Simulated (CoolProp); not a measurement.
Vapour-liquid equilibrium of R142b (1) + R113 (2) at 0.922 MPa; x and y are mole fractions of (1).

Computed with CoolProp (multi-fluid Helmholtz-energy mixture model, Lemmon 2006 and Marx 1992; pair parameters Bell 2016).

```
x     bubble temperature (°C)  y at the bubble point  dew temperature at overall composition x (°C)  liquid density (mol/L)
----  -----------------------  ---------------------  ---------------------------------------------  ----------------------
0.05                    127.6                  0.152                                          132.6                   6.900
0.15                    114.5                  0.389                                          127.7                   7.254
0.25                    103.7                  0.554                                          122.4                   7.585
0.35                     95.0                  0.670                                          116.8                   7.901
0.45                     87.8                  0.755                                          110.7                   8.207
0.55                     81.7                  0.819                                          104.0                   8.512
0.65                     76.5                  0.870                                           96.6                   8.822
0.75                     72.0                  0.913                                           88.2                   9.143
0.85                     67.8                  0.950                                           78.6                   9.481
0.95                     64.0                  0.984                                           67.8                   9.842
```

No azeotrope shows between x = 0.05 and 0.95.

Pair parameters are fitted to limited data, so mixtures are less certain than the pure fluids. The gap from Raoult's law changes sign with composition, which may be real or a fault of the pair parameters; it wasn't checked against measurements.
